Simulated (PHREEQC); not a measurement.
## Buffer: an equilibrium model

Consider water at 25 °C with 0.25 mol NaHCO3 and 0.19 mol Na2CO3 per kg of water. Closed to the air; pH follows from the charge balance.

The numbers come from PHREEQC with the ion-association model, wateq4f.dat.

Precipitation was switched off in this run.

Question: Predict the pH, ionic strength, activity of water.

Answer: pH 9.29; ionic strength 0.539 mol/kgw; activity of water 0.984.

Question: In which forms is C present?

Answer: HCO3- 51 %, NaCO3- 29 %, CO3-2 14 %, NaHCO3 5.9 % of the C.
